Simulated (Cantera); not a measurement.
Cantera run:

```python
import numpy as np
import cantera as ct

gas_names = """
    H2O VO2 H
""".split()
cond_names = """
    V2O3(s) V2O3(L)
""".split()


def load(file, names, dense=False):
    # The tables refer to 1 bar. Condensed volumes are neglected.
    table = {s.name: s for s in ct.Species.list_from_file(file)}
    out = []
    for n in names:
        d = dict(table[n].input_data)
        d["thermo"] = dict(d["thermo"], **{"reference-pressure": 1e5})
        if dense:
            d["equation-of-state"] = {"model": "constant-volume", "density": "1e6 g/cm^3"}
        out.append(ct.Species.from_dict(d))
    return out


species = {s.name: s for s in load("nasa_gas.yaml", gas_names) + load("nasa_condensed.yaml", cond_names)}
# Each term lists the table entries of one substance; the one whose range holds T is used.
reactions = {
    'H2O(g) + V2O3 = 2 VO2(g) + 2 H(g)':
        [(-1, ['H2O']), (-1, ['V2O3(s)', 'V2O3(L)']), (2, ['VO2']), (2, ['H'])],
}


def pick(names, T):
    return next(species[n] for n in names if species[n].thermo.min_temp <= T <= species[n].thermo.max_temp)


results = []
for label, terms in reactions.items():
    print(label)
    print("     T/K   dH/kJ  dS/(J/K)   dG/kJ   log10 K")
    for T in [1948, 1973, 1998, 2023, 2048]:
        used = [(nu, pick(names, T)) for nu, names in terms]
        dH = sum(nu * s.thermo.h(T) for nu, s in used) / 1e6
        dS = sum(nu * s.thermo.s(T) for nu, s in used) / 1e3
        dG = dH - T * dS / 1e3
        logK = -dG * 1e6 / (ct.gas_constant * T * np.log(10))
        results.append((label, T, dH, dS, dG, logK, [s.name for _, s in used]))
        print(f"{T:8g} {dH:8.1f} {dS:8.1f} {dG:8.1f} {logK:8.2f}")
```

It prints:

```
H2O(g) + V2O3 = 2 VO2(g) + 2 H(g)
     T/K   dH/kJ  dS/(J/K)   dG/kJ   log10 K
    1948   1376.6    424.0    550.6   -14.76
    1973   1375.0    423.2    540.0   -14.30
    1998   1373.4    422.4    529.4   -13.84
    2023   1371.8    421.6    518.9   -13.40
    2048   1370.2    420.8    508.3   -12.96
```

Cantera with NASA thermochemical tables; ideal gases at 1 bar, condensed phases pure. Condensed species are held in their standard states even where they would react or evaporate.
